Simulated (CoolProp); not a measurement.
A closed Brayton cycle with nitrogen: compressor inlet 312.15 K and 7.8 MPa, high pressure 27 MPa, turbine inlet 990 K, compressor efficiency 0.85, turbine efficiency 0.9, recuperator effectiveness 0.9 (on enthalpy, no pinch check). Each further row changes one setting.

Values from CoolProp's reference Helmholtz-energy equation of state, Span 2000.

```
case                           thermal efficiency (%)  net work (kJ/kg)  compressor to turbine work  compressor exit (K)  turbine exit (K)
-----------------------------  ----------------------  ----------------  --------------------------  -------------------  ----------------
as stated                                        37.5               124                        0.58                470.8             743.4
turbine inlet 940 K                              35.0               109                        0.61                470.8             703.8
compressor inlet 322.15 K                        36.0               118                        0.60                485.7             743.4
high pressure 22.9 MPa                           38.6               116                        0.56                446.4             772.2
recuperator effectiveness 0.5                    27.5               124                        0.58                470.8             743.4
```
